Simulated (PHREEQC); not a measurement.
Make-up at 25 °C: 0.016 mol/kgw FeSO4, 0.18 mol/kgw MgSO4 and 0.015 mol/kgw CaSO4. Closed to the air; pH follows from the charge balance.

Computed with PHREEQC (ion-association model, phreeqc.dat).

```
Quantity                     Result
--------------------  -------------
pH                             6.29
ionic strength        0.364 mol/kgw
specific conductance    13400 µS/cm
density                 1.023 g/cm³
```

| species | molality | activity | log γ |
|---|---|---|---|
| MgSO4 | 0.105 | 0.114 | 0.036 |
| SO4-2 | 0.0911 | 0.0212 | -0.633 |
| Mg+2 | 0.0752 | 0.0229 | -0.516 |
| Fe+2 | 0.00820 | 0.00225 | -0.562 |
| FeSO4 | 0.00779 | 0.00848 | 0.036 |
| Ca+2 | 0.00766 | 0.00212 | -0.558 |
| CaSO4 | 0.00734 | 0.00799 | 0.036 |
| FeOH+ | 1.95e-6 | 1.37e-6 | -0.155 |
| HSO4- | 1.46e-6 | 1.07e-6 | -0.136 |
| H+ | 6.67e-7 | 5.17e-7 | -0.111 |

Precipitation was switched off in this run. Saturation is exceeded, for instance for Gypsum; the values hold only as long as no solid forms.
